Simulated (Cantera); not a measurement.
Charge: 1 mol SiH₂Cl₂, a varied amount of C₃H₈, 2 mol H₂, held at 1350 K and 133 Pa.

Equilibrium computed with Cantera from the NASA thermochemical tables; the gas is ideal and each condensed phase is pure. Candidate condensed phases: C, C₆H₆, C₇H₈, C₈H₁₈, Si, SiC; 109 gas species. Mutual solubility and eutectic melting of coexisting phases are not modelled. Kinetics and transport are ignored.

### Question
Which condensed phases are stable at each of these points (n(C₃H₈) (mol)): 0.019, 0.026, 0.036, 0.05, 0.069, 0.094, 0.13, 0.18, 0.25, 0.34, 0.47?

### Answer
```csv
n(C₃H₈) (mol),condensed phases,Si condensed (%)
0.019,Si(s) + SiC(s),39.5
0.026,Si(s) + SiC(s),39.6
0.036,Si(s) + SiC(s),39.8
0.05,Si(s) + SiC(s),40.0
0.069,Si(s) + SiC(s),40.4
0.094,Si(s) + SiC(s),40.8
0.13,Si(s) + SiC(s),41.4
0.18,SiC(s),54.0
0.25,SiC(s),75.0
0.34,C(graphite) + SiC(s),98.5
0.47,C(graphite) + SiC(s),98.7
```

From 0.019 mol C₃H₈ to 0.13 mol C₃H₈ the condensed part is Si(s) + SiC(s). From 0.18 mol C₃H₈ to 0.25 mol C₃H₈ the condensed part is SiC(s). From 0.34 mol C₃H₈ to 0.47 mol C₃H₈ the condensed part is C(graphite) + SiC(s).
